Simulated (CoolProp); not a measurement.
The fluid at 298.15 K and 2.01 MPa flows at 2.4 m/s in a round tube of 6 mm bore and 0.25 µm roughness, fully developed (64/Re and Nu = 3.66 if laminar; Colebrook and Gnielinski if turbulent). The same conditions are run with several fluids, on thermodynamics alone (safety and materials aside).

Values from CoolProp's reference Helmholtz-energy equation of state of each fluid (n-heptane: Span 2003; R236FA: Pan 2012; ethylbenzene: Zhou 2012; propane: Lemmon 2009; n-hexane: Thol 2019).

| fluid | Reynolds number | Darcy friction factor | pressure drop (Pa/m) | heat-transfer coefficient (W/(m² K)) | mass flow (kg/h) |
|---|---|---|---|---|---|
| n-heptane | 24600 | 0.0247 | 8080 | 3690 | 166 |
| R236FA | 66700 | 0.0198 | 13000 | 4490 | 334 |
| ethylbenzene | 20000 | 0.0260 | 10800 | 3400 | 211 |
| propane | 71900 | 0.0195 | 4630 | 4740 | 121 |
| n-hexane | 31100 | 0.0234 | 7380 | 4040 | 160 |

Transport values come from each fluid's own correlations; those of R236FA, ethylbenzene are estimates that may be off by 10 % or more.
